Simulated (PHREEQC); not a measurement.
A solution holds 1.2 mmol/kgw CuSO4, 38 mmol/kgw HBF4 and 0.13 mmol/kgw Na2SO4, at 25 °C. Closed to the air; pH follows from the charge balance.

All values are PHREEQC results (ion-association model, phreeqc.dat), not measurements.

```json
[
 {"quantity": "pH", "before": "1.52", "after": "1.34"},
 {"quantity": "HF (mol/kgw)", "before": "0.0100", "after": "0.0118"},
 {"quantity": "H3BO3 (mol/kgw)", "before": "0.00218", "after": "0.00251"},
 {"quantity": "BF3OH- (mol/kgw)", "before": "0.00125", "after": "0.00162"}
]
```

Q: Name the change that produced these shifts.
A) Na2SO4 from 0.00013 to 0.000117 mol/kgw
B) temperature from 25 to 85 °C
C) HBF4 from 0.038 to 0.057 mol/kgw
D) CuSO4 from 0.0012 to 0.006 mol/kgw
E) 0.00087 mol/kgw HNO3 added

A: C, HBF4 from 0.038 to 0.057 mol/kgw

Precipitation was switched off in this run. Real BF4- forms and hydrolyses slowly; the run takes it at equilibrium.
